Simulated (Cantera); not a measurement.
# Equilibrium for halide evaporation, hydrolysis and transport: CaCl2 + HCl + H2

Feed: 1 mol CaCl2, 0.08 mol HCl, 19 mol H2, equilibrated at 51.0 Pa.

Equilibrium computed with Cantera from the NASA thermochemical tables; the gas is ideal and each condensed phase is pure. Candidate condensed phases: Ca, CaCl2; 9 gas species. Kinetics and transport are ignored.

```csv
T (K),x H2,x HCl,x CaCl2,x H,x Cl,x CaCl,n CaCl2(s),n CaCl2(l)
825,0.996,0.00419,1.43e-8,3.51e-10,1.50e-12,<1e-12,1.00,0
850,0.996,0.00419,5.54e-8,9.05e-10,3.83e-12,<1e-12,1.000,0
875,0.996,0.00419,1.98e-7,2.22e-9,9.23e-12,<1e-12,1.000,0
900,0.996,0.00419,6.57e-7,5.17e-9,2.12e-11,<1e-12,1.000,0
925,0.996,0.00419,2.04e-6,1.15e-8,4.67e-11,<1e-12,1.000,0
950,0.996,0.00419,5.96e-6,2.46e-8,9.85e-11,<1e-12,1.000,0
975,0.996,0.00419,1.64e-5,5.05e-8,2.00e-10,1.23e-12,1.000,0
1000,0.996,0.00419,4.30e-5,1.00e-7,3.93e-10,7.39e-12,0.999,0
1025,0.996,0.00419,0.000107,1.92e-7,7.47e-10,4.05e-11,0.998,0
1050,0.996,0.00419,0.000252,3.58e-7,1.38e-9,2.01e-10,0,0.995
1075,0.995,0.00419,0.000533,6.48e-7,2.47e-9,8.68e-10,0,0.990
1100,0.995,0.00419,0.00109,1.14e-6,4.31e-9,3.50e-9,0,0.979
```
x: gas mole fraction; n: condensed amount in mol.

From 825 K to 1025 K the condensed part is CaCl2(s). From 1050 K to 1100 K the condensed part is CaCl2(l). The main Ca-bearing gas is CaCl2 throughout.
